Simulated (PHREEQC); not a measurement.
Dissolve 0.00032 mol Ca(HCO3)2, 0.017 mol CO2 and 7.5e-05 mol H4SiO4 per kg of water at 25 °C and 500 atm. Closed to the air; pH follows from the charge balance.

Equilibrium calculation in PHREEQC: ion-association model, phreeqc.dat.

| quantity | before | after |
|---|---|---|
| pH | 4.69 | 7.93 |
| ionic strength (mol/kgw) | 0.000977 | 0.000955 |
| HCO3- (mol/kgw) | 0.000659 | 0.000622 |
| CO3-2 (mol/kgw) | 2.86e-9 | 4.68e-6 |
| SI of Quartz (SiO2) | -0.19 | -0.20 |

Problem. What was changed between the two runs?
(A) Ca(HCO3)2 replaced by CaSO4 at the same molality
(B) Ca(HCO3)2 left out
(C) CO2 left out
(D) 0.0025 mol/kgw KHF2 added
(E) Ca(HCO3)2 from 0.00032 to 0.0016 mol/kgw

Solution. C, CO2 left out

No solid was allowed to form. Under pressure, the constants of complexes without a molar volume in the database are unreliable.
